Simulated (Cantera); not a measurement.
Charge: 1 mol n-butane, 1.5 mol CO₂, 0.36 mol N₂, equilibrated at 2975 K and 10000 Pa.

These are equilibrium values from Cantera (NASA tables, ideal gas, pure condensed phases), not measurements of a reactor. Kinetics and transport are ignored.

```csv
species,before,after
H,0.272,0.534
CO,0.308,0.250
H₂,0.345,0.134
C₃,0.00238,0.0238
C₂H₂ (acetylene),0.0200,0.00772
HCN,0.0180,0.0103
N₂,0.0256,0.0218
CH₃,1.20e-5,9.11e-7
C₅,4.04e-5,0.000404
C₂,0.000241,0.00241
C,0.000399,0.00399
C₄,7.50e-6,7.50e-5
CN,0.00143,0.00416
"C(graphite), mol",1.74,0.994
```
Gas species are given as mole fractions.

Problem. Which change was made?
A. temperature from 2975 K to 1400 K
B. n-butane replaced by C₆H₆
C. pressure from 10000 Pa to 1000 Pa
D. temperature from 2975 K to 1425 K

Solution. C, pressure from 10000 Pa to 1000 Pa
